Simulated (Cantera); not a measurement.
Input (Python, Cantera):

```python
import numpy as np
import cantera as ct

gas = ct.Solution("gri30.yaml")


def delay(T, t_max=10):
    gas.TPX = T, 101325, {'CH4': 1, 'O2': 2.47, 'N2': 9.28, 'H2O': 1.4}
    reactor = ct.IdealGasConstPressureReactor(gas, clone=False)
    net = ct.ReactorNet([reactor])
    net.rtol, net.atol = 1e-8, 1e-16
    while net.time < t_max:
        t_old, T_old = net.time, reactor.T
        net.step()
        if reactor.T > T + 400:  # ignition: a rise of 400 K
            return t_old + (T + 400 - T_old) / (reactor.T - T_old) * (net.time - t_old)
    return np.nan


taus = []
for T in [1050, 1125, 1200, 1275, 1350, 1425, 1500, 1575, 1650]:
    taus.append(delay(T))
    print(f"T0 = {T:6g} K   tau = {taus[-1]:.4e} s")
```

It prints:

```
T0 =   1050 K   tau = 4.6315e-01 s
T0 =   1125 K   tau = 1.4674e-01 s
T0 =   1200 K   tau = 5.0309e-02 s
T0 =   1275 K   tau = 1.8483e-02 s
T0 =   1350 K   tau = 7.2099e-03 s
T0 =   1425 K   tau = 2.9800e-03 s
T0 =   1500 K   tau = 1.3154e-03 s
T0 =   1575 K   tau = 6.2733e-04 s
T0 =   1650 K   tau = 3.2486e-04 s
```

Detailed kinetics in Cantera: GRI-Mech 3.0 (53 species, 325 reactions).
